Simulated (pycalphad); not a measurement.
CALPHAD calculation (pycalphad, COST 507 light-alloy database (1999)), 1 atm. These are 1990s assessments: newer ones move some temperatures and phases. Phase fractions are per mole of atoms.

Problem. Give the equilibrium state of Al-7.517Mg-1.217Si (wt.%) at 625 K.

Solution. 
```
T = 625.00 K, P = 101325 Pa, N = 1 mol of atoms
G = -22802 J/mol, H = 8389 J/mol, S = 49.90 J/(mol K)  (SER reference)
chemical potentials (J/mol): Al -21462, Mg -32702, Si -56683
phase             fraction      x(Al)      x(Mg)      x(Si)
FCC_A1              0.9652     0.9382     0.0617   4.62e-07
MG2SI               0.0348       none     0.6667     0.3333
```

Problem. Give the equilibrium state of Al-7.517Mg-1.217Si (wt.%) at 850 K.

Solution. 
```
T = 850.00 K, P = 101325 Pa, N = 1 mol of atoms
G = -35102 J/mol, H = 16447 J/mol, S = 60.65 J/(mol K)  (SER reference)
chemical potentials (J/mol): Al -33311, Mg -52910, Si -47818
phase             fraction      x(Al)      x(Mg)      x(Si)
FCC_A1              0.8308     0.9498     0.0497   0.000523
LIQUID              0.1419     0.8210     0.1643     0.0147
MG2SI               0.0272       none     0.6667     0.3333
```

Database names, with the compositions (at.%) that they take in these runs: MG2SI: Mg 67 Si 33. FCC_A1 is fcc. An entry "none" or "no" means that the model of the phase leaves that element out.
